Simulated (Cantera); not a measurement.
Charge: 1 mol MgSO4, 0.14 mol C, 0.088 mol H2, at 0.100 bar.

Cantera equilibrium calculation (NASA polynomials, part measured and part estimated; ideal gas, pure solids and liquids). Candidate condensed phases: C, C6H6, C7H8, C8H18, H2O, H2SO4, Mg, MgCO3, MgO, Mg(OH)2, MgS, MgSO4, S; 130 gas species. Equilibrium is a limit: real reactors are often held back by kinetics, nucleation or transport.

**Question.** At 1523 K, list the 5 most abundant gas species with their mole fractions, and the condensed phases.

**Answer.** SO2 0.646, O2 0.203, CO2 0.0908, H2O 0.0570, SO3 0.00307. Condensed: MgO(s).
